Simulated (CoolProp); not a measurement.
Saturated liquid density (kg/m³) of water: the reference equation beside estimates from Tc = 647.1 K, pc = 22.06 MPa, ω = 0.344.

The numbers come from the reference Helmholtz-energy equation of state, Wagner 2002 in CoolProp.

```csv
T (K),reference,Redlich-Kwong,Soave-Redlich-Kwong
369.6,960.9,685.4,712.7
385.5,949.1,672.6,701.6
401.4,936.3,659.3,689.7
417.2,922.5,645.4,677.2
433.1,907.5,630.8,663.8
449,891.4,615.3,649.4
464.9,874.1,599.1,634.1
480.8,855.6,581.9,617.6
496.7,835.6,563.8,599.8
512.5,814.3,544.6,580.7
528.4,791.0,524.0,559.9
544.3,765.5,501.9,537.0
```

Absolute difference from the reference over all 12 rows, mean and median: Redlich-Kwong 31.3 and 31.2 %, Soave-Redlich-Kwong 27.5 and 27.3 %.
